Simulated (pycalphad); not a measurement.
An equivalent pycalphad script:

```python
from pycalphad import Database, equilibrium, calculate, variables as v
import numpy as np
db = Database('COST507.tdb')
comps = ['SI', 'AL', 'VA']
phases = ['DIAMOND_A4', 'FCC_A1', 'LIQUID']
eq = equilibrium(db, comps, phases, {v.X('AL'): 0.0987, v.T: np.arange(1850, 499, -50), v.P: 101325, v.N: 1}, output=['HM', 'SM'])
```

Computed with pycalphad from the COST 507 light-alloy database (1999), at 1 atm. These are 1990s assessments: newer ones move some temperatures and phases. Amounts are mole fractions of atoms.

Results at three of the temperatures:

```
T = 1750.00 K, P = 101325 Pa, N = 1 mol of atoms
G = -82763 J/mol, H = 84060 J/mol, S = 95.33 J/(mol K)  (SER reference)
chemical potentials (J/mol): Si -75546, Al -148667
phase             fraction      x(Si)      x(Al)
LIQUID              1.0000     0.9013     0.0987
```

```
T = 1450.00 K, P = 101325 Pa, N = 1 mol of atoms
G = -58206 J/mol, H = 38351 J/mol, S = 66.59 J/(mol K)  (SER reference)
chemical potentials (J/mol): Si -54071, Al -95966
phase             fraction      x(Si)      x(Al)
DIAMOND_A4          0.7398     0.9999   0.000101
LIQUID              0.2602     0.6210     0.3790
```

```
T = 550.00 K, P = 101325 Pa, N = 1 mol of atoms
G = -12724 J/mol, H = 5712 J/mol, S = 33.52 J/(mol K)  (SER reference)
chemical potentials (J/mol): Si -12177, Al -17723
phase             fraction      x(Si)      x(Al)
DIAMOND_A4          0.9013     1.0000   1.45e-10
FCC_A1              0.0987   0.000374     0.9996
```

Changes of the phase set, refined by bisection:

```csv
T (K),phases above,phases below
1638.8,liquid,diamond (Si) + liquid
850.1,diamond (Si) + liquid,diamond (Si) + fcc
```

FCC_A1 is fcc; DIAMOND_A4 is diamond (Si).
